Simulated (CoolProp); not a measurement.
Vapour-liquid equilibrium of carbon dioxide (1) + n-pentane (2) at -14.35 °C; x and y are mole fractions of (1).

Computed with CoolProp (multi-fluid Helmholtz-energy mixture model, Span 1996 and Thol 2019; pair parameters Kunz 2012).

```
x     bubble pressure (kPa)  y at the bubble point  dew pressure at overall composition x (kPa)  liquid density (mol/L)
----  ---------------------  ---------------------  -------------------------------------------  ----------------------
0.05                  169.6                  0.928                                        12.84              (withheld)
0.2                   686.9                  0.982                                   (withheld)                   10.38
0.35             (withheld)                  0.989                                        18.79                   11.56
0.5                    1429                  0.991                                   (withheld)                   13.05
0.65             (withheld)                  0.993                                        34.91                   14.97
0.8                    1857             (withheld)                                        61.11                   17.55
0.95             (withheld)             (withheld)                                        246.0                   21.23
```

### Question
What belongs in the gaps?

### Answer

- 0.05, liquid density (mol/L): 9.415
- 0.2, dew pressure at overall composition x (kPa): 15.25
- 0.35, bubble pressure (kPa): 1130
- 0.5, dew pressure at overall composition x (kPa): 24.43
- 0.65, bubble pressure (kPa): 1636
- 0.8, y at the bubble point: 0.995
- 0.95, bubble pressure (kPa): 2189
- 0.95, y at the bubble point: 0.998

No azeotrope shows between x = 0.05 and 0.95.

Pair parameters are fitted to limited data, so mixtures are less certain than the pure fluids. The gap from Raoult's law changes sign with composition, which may be real or a fault of the pair parameters; it wasn't checked against measurements.
